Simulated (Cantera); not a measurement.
What does this Cantera script print?

```python
import numpy as np
import cantera as ct

gas_names = """
    N2O VO2 NO
""".split()
cond_names = """
    V(cr) V(L)
""".split()


def load(file, names, dense=False):
    # The tables refer to 1 bar. Condensed volumes are neglected.
    table = {s.name: s for s in ct.Species.list_from_file(file)}
    out = []
    for n in names:
        d = dict(table[n].input_data)
        d["thermo"] = dict(d["thermo"], **{"reference-pressure": 1e5})
        if dense:
            d["equation-of-state"] = {"model": "constant-volume", "density": "1e6 g/cm^3"}
        out.append(ct.Species.from_dict(d))
    return out


species = {s.name: s for s in load("nasa_gas.yaml", gas_names) + load("nasa_condensed.yaml", cond_names)}
# Each term lists the table entries of one substance; the one whose range holds T is used.
reactions = {
    '2 N2O(g) + VO2(g) = 4 NO(g) + V':
        [(-2, ['N2O']), (-1, ['VO2']), (4, ['NO']), (1, ['V(cr)', 'V(L)'])],
}


def pick(names, T):
    return next(species[n] for n in names if species[n].thermo.min_temp <= T <= species[n].thermo.max_temp)


results = []
for label, terms in reactions.items():
    print(label)
    print("     T/K   dH/kJ  dS/(J/K)   dG/kJ   log10 K")
    for T in [773, 873, 973, 1073, 1173, 1273, 1373, 1473, 1573, 1673, 1773]:
        used = [(nu, pick(names, T)) for nu, names in terms]
        dH = sum(nu * s.thermo.h(T) for nu, s in used) / 1e6
        dS = sum(nu * s.thermo.s(T) for nu, s in used) / 1e3
        dG = dH - T * dS / 1e3
        logK = -dG * 1e6 / (ct.gas_constant * T * np.log(10))
        results.append((label, T, dH, dS, dG, logK, [s.name for _, s in used]))
        print(f"{T:8g} {dH:8.1f} {dS:8.1f} {dG:8.1f} {logK:8.2f}")
```

Output:

```
2 N2O(g) + VO2(g) = 4 NO(g) + V
     T/K   dH/kJ  dS/(J/K)   dG/kJ   log10 K
     773    438.1    175.4    302.4   -20.44
     873    438.1    175.5    284.9   -17.05
     973    438.1    175.5    267.3   -14.35
    1073    438.1    175.5    249.8   -12.16
    1173    438.1    175.5    232.2   -10.34
    1273    438.2    175.6    214.7    -8.81
    1373    438.3    175.7    197.1    -7.50
    1473    438.5    175.8    179.5    -6.37
    1573    438.8    176.0    162.0    -5.38
    1673    439.2    176.2    144.3    -4.51
    1773    439.6    176.5    126.7    -3.73
```

Standard-state values (1 bar) from the NASA 1993 polynomials, evaluated with Cantera. Condensed species are held in their standard states even where they would react or evaporate.
